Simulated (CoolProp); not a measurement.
A single-stage vapour-compression cycle with R236FA: evaporating at 236.15 K (dew point), condensing at 260.15 K (bubble point), superheat 8 K, subcooling 2 K, compressor efficiency 0.65, no pressure losses. Each further row changes one setting.

Model: reference Helmholtz-energy equation of state, Pan 2012, in CoolProp.

```csv
case,cooling COP,pressure ratio,discharge temperature (K),refrigerating effect (kJ/kg),volumetric capacity (kJ/m³)
as stated,5.93,3.49,280.0,157,208
evaporating temperature 241.15 K,7.80,2.62,277.0,160,278
condensing temperature 255.15 K,7.64,2.76,273.1,163,216
subcooling 7 K,6.15,3.49,280.0,163,216
superheat 18 K,5.96,3.49,290.5,164,209
compressor efficiency 0.55,5.01,3.49,285.9,157,208
```
